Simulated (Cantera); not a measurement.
Feed: 1 mol Si, 16 mol HBr, 37 mol H₂, at 950 °C and 1330 Pa.

Method: chemical equilibrium by Gibbs-energy minimisation in Cantera with the NASA 1993 tables (ideal gas, pure condensed phases). The tables' values for SiBr₃ are old estimates; treat these amounts as uncertain. Rates play no part.

```tsv
species	before	after
H₂	0.732	0.748
HBr	0.248	0.233
SiBr₄	0.00823	0.0173
SiBr₂	0.00922	0.000515
Br	0.000274	3.86e-5
SiBr₃	0.00112	0.000383
SiH₂Br₂	1.18e-5	2.93e-5
SiHBr₃	0.000452	0.00103
```
Gas species are given as mole fractions.

### Question
Name the change that produced these shifts.
A. temperature from 950 °C to 400 °C
B. pressure from 1330 Pa to 58000 Pa
C. temperature from 950 °C to 325 °C
D. temperature from 950 °C to 600 °C

### Answer
B, pressure from 1330 Pa to 58000 Pa
